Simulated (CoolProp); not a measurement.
Vapour-liquid equilibrium of n-pentane (1) + the fluoroketone C6F12O (FK-5-1-12) (2) at 410.2 K; x and y are mole fractions of (1).

Values from CoolProp's multi-fluid Helmholtz-energy mixture model, Thol 2019 and McLinden 2015; pair parameters Bell 2016.

| x | bubble pressure, mixture model (kPa) | bubble pressure, Raoult's law (kPa) | y, mixture model | y, Raoult's law |
|---|---|---|---|---|
| 0.05 | 1091 | 1031 | 0.086 | 0.061 |
| 0.2 | ? | 1068 | 0.293 | 0.236 |
| 0.35 | ? | 1104 | 0.441 | 0.400 |
| 0.5 | ? | 1140 | 0.551 | 0.553 |
| 0.65 | 1560 | 1177 | ? | 0.697 |
| 0.8 | 1519 | 1213 | ? | 0.832 |
| 0.95 | 1363 | 1249 | ? | 0.959 |

### Question
What belongs in the gaps?

### Answer

- 0.2, bubble pressure, mixture model (kPa): 1294
- 0.35, bubble pressure, mixture model (kPa): 1447
- 0.5, bubble pressure, mixture model (kPa): 1535
- 0.65, y, mixture model: 0.644
- 0.8, y, mixture model: 0.743
- 0.95, y, mixture model: 0.905

The largest gap from Raoult's law is +34.6 % in bubble pressure, at x = 0.5. y crosses x between x = 0.5 and 0.65: the model has an azeotrope there.

Pair parameters are fitted to limited data, so mixtures are less certain than the pure fluids.
